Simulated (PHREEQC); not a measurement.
Dissolve 0.00061 mol/kgw KHF2, 0.0018 mol/kgw K2SO4 and 0.00027 mol/kgw CaBr2 at 25 °C. Closed to the air; pH follows from the charge balance.

Computed with PHREEQC (ion-association model, wateq4f.dat).

Precipitation was switched off in this run.

### Question
What pH does the model give?

### Answer
pH 3.60.

### Question
In which forms is F present?

### Answer
F- 74 %, HF 25 % of the F.

Saturation is exceeded, for instance for Fluorite; the values hold only as long as no solid forms.
